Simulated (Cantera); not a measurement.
Charge: 1 mol CaCl₂, 0.32 mol H₂, 0.0023 mol O₂, held at 133 Pa.

Cantera equilibrium calculation (NASA polynomials, part measured and part estimated; ideal gas, pure solids and liquids). Candidate condensed phases: Ca, CaCl₂, CaO, Ca(OH)₂, H₂O; 21 gas species. Mutual solubility and eutectic melting of coexisting phases are not modelled. Condensed phases not in the tables: oxide chlorides. Equilibrium is a limit: real reactors are often held back by kinetics, nucleation or transport.

Question: At 1127 °C, list the 6 most abundant gas species with their mole fractions, and the condensed phases.

Answer: H₂ 0.721, CaCl₂ 0.258, HCl 0.0207, H₂O 0.000207, H 0.000113, CaCl 4.56e-5. Condensed: CaCl₂(l) + CaO(s).
